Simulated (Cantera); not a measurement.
Input: 1 mol SiHCl3, 6.1 mol N2, held at 860 Pa.

These are equilibrium values from Cantera (NASA tables, ideal gas, pure condensed phases), not measurements of a reactor. Candidate condensed phases: NH4Cl, Si, Si3N4; 28 gas species. N2 is the only nitrogen source here; it is nearly inert below about 1500 K, so the nitride shown seldom forms there in practice. The numbers say what is thermodynamically allowed, not how fast it happens.

Problem. Which condensed phases are stable at each of these points (T (K)): 823, 923, 1023, 1123, 1223, 1323, 1423, 1523, 1623?

Solution. 
```json
[
 {"T (K)": "823", "condensed phases": "Si3N4(s)", "Si condensed (%)": "44.0"},
 {"T (K)": "923", "condensed phases": "Si3N4(s)", "Si condensed (%)": "44.9"},
 {"T (K)": "1023", "condensed phases": "Si3N4(s)", "Si condensed (%)": "45.6"},
 {"T (K)": "1123", "condensed phases": "Si3N4(s)", "Si condensed (%)": "45.9"},
 {"T (K)": "1223", "condensed phases": "Si3N4(s)", "Si condensed (%)": "45.2"},
 {"T (K)": "1323", "condensed phases": "Si3N4(s)", "Si condensed (%)": "40.7"},
 {"T (K)": "1423", "condensed phases": "Si3N4(s)", "Si condensed (%)": "24.9"},
 {"T (K)": "1523", "condensed phases": "Si3N4(s)", "Si condensed (%)": "0.5"},
 {"T (K)": "1623", "condensed phases": "gas only", "Si condensed (%)": "0.0"}
]
```

From 823 K to 1523 K the condensed part is Si3N4(s). At 1623 K nothing is condensed.
